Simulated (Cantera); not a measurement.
Input: 1 mol B2O3, 0.4 mol H2O, held at 230 Pa.

Method: chemical equilibrium by Gibbs-energy minimisation in Cantera with the NASA 1993 tables (ideal gas, pure condensed phases). Candidate condensed phases: B, B2O3, B3O3H3, H2O; 23 gas species. Gases not in the tables: H3BO3. Equilibrium is a limit: real reactors are often held back by kinetics, nucleation or transport.

**Question.** At 1473 K, list the 6 most abundant gas species with their mole fractions, and the condensed phases.

**Answer.** H2O 0.669, HBO2 0.324, B2O3 0.00537, H2 0.000915, O2 0.000398, OH 0.000152. Condensed: B2O3(l).
